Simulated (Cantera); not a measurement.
A diamond (100) surface in a fixed gas of H2 with x(CH4) = 0.012, x(H) = 0.02, x(CH3) = 5.5e-05, 0.200 bar; coverages are run to steady state.

Model: the Harris–Goodwin 1993 mechanism for the reconstructed diamond (100) surface, integrated in Cantera.

θ: site fractions in the mechanism's names (c6HH fully hydrogenated, c6H* and c6*H radical sites, c6** diradical, c6HM methylated).

| T (K) | growth (µm/h) | θ c6HH | θ c6H* | θ c6*H | θ c6** | θ c6HM |
|---|---|---|---|---|---|---|
| 925 | 4.01 | 0.666 | 0.0130 | 0.313 | 0.00554 | ? |
| 975 | 5.21 | 0.618 | 0.0169 | 0.354 | 0.00825 | ? |
| 1025 | 6.53 | 0.573 | 0.0214 | 0.392 | 0.0118 | ? |
| 1075 | 7.91 | 0.531 | 0.0262 | 0.425 | 0.0161 | ? |
| 1125 | 9.23 | 0.491 | 0.0313 | 0.455 | 0.0214 | ? |
| 1175 | 10.2 | 0.455 | 0.0366 | 0.480 | 0.0276 | ? |
| 1225 | 10.4 | 0.421 | 0.0420 | 0.501 | 0.0346 | ? |
| 1275 | 9.61 | 0.391 | 0.0474 | 0.518 | 0.0425 | ? |
| 1325 | 7.99 | 0.364 | 0.0527 | 0.532 | 0.0512 | ? |
| 1375 | 6.40 | 0.339 | 0.0580 | 0.542 | 0.0606 | ? |

Fill in the missing entries.


- 925, θ c6HM: 0.00208
- 975, θ c6HM: 0.00167
- 1025, θ c6HM: 0.00136
- 1075, θ c6HM: 0.00110
- 1125, θ c6HM: 0.000895
- 1175, θ c6HM: 0.000706
- 1225, θ c6HM: 0.000524
- 1275, θ c6HM: 0.000349
- 1325, θ c6HM: 0.000204
- 1375, θ c6HM: 0.000106
